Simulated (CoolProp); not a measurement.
Saturated liquid density (kg/m³) of ethylene: the reference equation beside estimates from Tc = 9.2 °C, pc = 5.042 MPa, ω = 0.087. Rackett uses Z = 0.29056 − 0.08775 ω.

Model: reference Helmholtz-energy equation of state, Smukala 2000, in CoolProp.

```json
[
 {"T (°C)": "-74.35", "reference": "523.2", "Rackett": "519.3", "van der Waals": "342.7", "Soave-Redlich-Kwong": "499.7"},
 {"T (°C)": "-70.85", "reference": "517.5", "Rackett": "513.7", "van der Waals": "338.9", "Soave-Redlich-Kwong": "493.2"},
 {"T (°C)": "-67.25", "reference": "511.5", "Rackett": "[?]", "van der Waals": "334.9", "Soave-Redlich-Kwong": "486.4"},
 {"T (°C)": "-63.75", "reference": "505.5", "Rackett": "502.0", "van der Waals": "330.9", "Soave-Redlich-Kwong": "479.5"},
 {"T (°C)": "-60.15", "reference": "499.3", "Rackett": "495.8", "van der Waals": "326.7", "Soave-Redlich-Kwong": "472.2"},
 {"T (°C)": "-56.55", "reference": "492.9", "Rackett": "489.5", "van der Waals": "[?]", "Soave-Redlich-Kwong": "464.6"},
 {"T (°C)": "-53.05", "reference": "486.5", "Rackett": "483.2", "van der Waals": "318.0", "Soave-Redlich-Kwong": "457.0"},
 {"T (°C)": "-49.45", "reference": "479.7", "Rackett": "476.6", "van der Waals": "313.4", "Soave-Redlich-Kwong": "448.9"},
 {"T (°C)": "-45.85", "reference": "472.8", "Rackett": "[?]", "van der Waals": "308.6", "Soave-Redlich-Kwong": "440.5"},
 {"T (°C)": "-42.35", "reference": "465.8", "Rackett": "[?]", "van der Waals": "303.8", "Soave-Redlich-Kwong": "432.0"},
 {"T (°C)": "-38.75", "reference": "458.3", "Rackett": "455.6", "van der Waals": "298.7", "Soave-Redlich-Kwong": "422.9"},
 {"T (°C)": "-35.25", "reference": "450.8", "Rackett": "448.2", "van der Waals": "293.5", "Soave-Redlich-Kwong": "413.6"},
 {"T (°C)": "-31.65", "reference": "442.7", "Rackett": "440.4", "van der Waals": "288.0", "Soave-Redlich-Kwong": "403.7"}
]
```

What belongs in the gaps?


- -67.25, Rackett: 507.8
- -56.55, van der Waals: 322.3
- -45.85, Rackett: 469.8
- -42.35, Rackett: 462.9

Absolute difference from the reference over all 13 rows, mean and median: Rackett 0.7 and 0.7 %, van der Waals 34.7 and 34.6 %, Soave-Redlich-Kwong 6.3 and 6.1 %.
